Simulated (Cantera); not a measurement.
A perfectly stirred reactor is fed with H2 : O2 = 0.027 : 1 (molar parts), equivalence ratio 0.013, at 20.0 Torr; it is held at 1025 K, and followed from long to short residence time.

Computed with Cantera and GRI-Mech 3.0 (53 species, 325 reactions). Radical loss at walls, strong at low pressure, is not modelled.

Task: Predict: x(H2) at τ = 8.50 s; x(O2) at τ = 8.50 s; x(H2O2) at τ = 8.50 s; x(HO2) at τ = 8.50 s; x(O) at τ = 8.50 s; x(H2) at τ = 42.0 ms; x(O2) at τ = 42.0 ms; x(H2O2) at τ = 42.0 ms; x(HO2) at τ = 42.0 ms; x(O) at τ = 42.0 ms.

Result: 
```json
{
  "x(H2) at τ = 8.50 s": "6.16e-5",
  "x(O2) at τ = 8.50 s": "0.973",
  "x(H2O2) at τ = 8.50 s": "6.01e-8",
  "x(HO2) at τ = 8.50 s": "9.70e-7",
  "x(O) at τ = 8.50 s": "0.000149",
  "x(H2) at τ = 42.0 ms": "0.00121",
  "x(O2) at τ = 42.0 ms": "0.970",
  "x(H2O2) at τ = 42.0 ms": "2.12e-7",
  "x(HO2) at τ = 42.0 ms": "6.44e-6",
  "x(O) at τ = 42.0 ms": "0.00319"
}
```
